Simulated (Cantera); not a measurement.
A freely propagating, adiabatic, planar premixed flame of H₂ : O₂ : N₂ = 1 : 0.575 : 2.47 (molar parts), unburnt at 325 K and 7500 Torr; mixture-averaged transport, grid criteria slope 0.08 and curve 0.16, no radiation.

Model: the H2/O2 subset of GRI-Mech 3.0, which has no nitrogen chemistry, integrated in Cantera. The hydrogen kinetics of GRI-Mech 3.0 are dated; newer H2 mechanisms differ, most at raised pressure. Burning velocities carry a grid error of a few per cent, more on coarse grids.

### Question
What does this change do: inlet temperature 325 to 600 K?

### Answer
```tsv
quantity	before	after
laminar burning velocity	74.1 cm/s	355 cm/s
thermal thickness	0.0354 mm	0.0279 mm
peak x(H₂O₂)	0.000326	0.000169
peak x(HO₂)	0.00104	0.00118
peak x(H)	0.00375	0.0104
```

### Question
What does this change do: H2 1 to 1.3 parts?

### Answer
```json
[
 {"quantity": "laminar burning velocity", "before": "74.1 cm/s", "after": "172 cm/s"},
 {"quantity": "thermal thickness", "before": "0.0354 mm", "after": "0.0248 mm"},
 {"quantity": "peak x(H₂O₂)", "before": "0.000326", "after": "0.000247"},
 {"quantity": "peak x(HO₂)", "before": "0.00104", "after": "0.00143"},
 {"quantity": "peak x(H)", "before": "0.00375", "after": "0.0142"}
]
```

### Question
What does this change do: N2 2.47 to 3.1 parts?

### Answer
| quantity | before | after |
|---|---|---|
| laminar burning velocity | 74.1 cm/s | 32.1 cm/s |
| thermal thickness | 0.0354 mm | 0.0590 mm |
| peak x(H₂O₂) | 0.000326 | 0.000327 |
| peak x(HO₂) | 0.00104 | 0.000607 |
| peak x(H) | 0.00375 | 0.00136 |
